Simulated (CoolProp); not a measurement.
A single-stage vapour-compression cycle with trans-2-butene: evaporating at 326.15 K (dew point), condensing at 378.15 K (bubble point), superheat 2 K, subcooling 8 K, compressor efficiency 0.7, no pressure losses. Each further row changes one setting.

Model: reference Helmholtz-energy equation of state, Lemmon 2005, in CoolProp. It is a short technical equation, of lower accuracy than the large ones.

| case | cooling COP | pressure ratio | discharge temperature (K) | refrigerating effect (kJ/kg) | volumetric capacity (kJ/m³) |
|---|---|---|---|---|---|
| as stated | [?] | 3.19 | 384.1 | 236 | 2890 |
| evaporating temperature 331.15 K | 3.95 | [?] | 383.5 | 243 | 3370 |
| condensing temperature 373.15 K | [?] | 2.89 | 378.9 | 251 | 3070 |
| subcooling 13 K | [?] | 3.19 | 384.1 | 251 | 3070 |
| superheat 12 K | 3.50 | 3.19 | [?] | 255 | 2990 |
| compressor efficiency 0.6 | [?] | 3.19 | [?] | 236 | 2890 |

### Question
Fill in the missing entries.

### Answer

- as stated, cooling COP: 3.43
- evaporating temperature 331.15 K, pressure ratio: 2.80
- condensing temperature 373.15 K, cooling COP: 3.94
- subcooling 13 K, cooling COP: 3.63
- superheat 12 K, discharge temperature (K): 393.5
- compressor efficiency 0.6, cooling COP: 2.94
- compressor efficiency 0.6, discharge temperature (K): 388.8
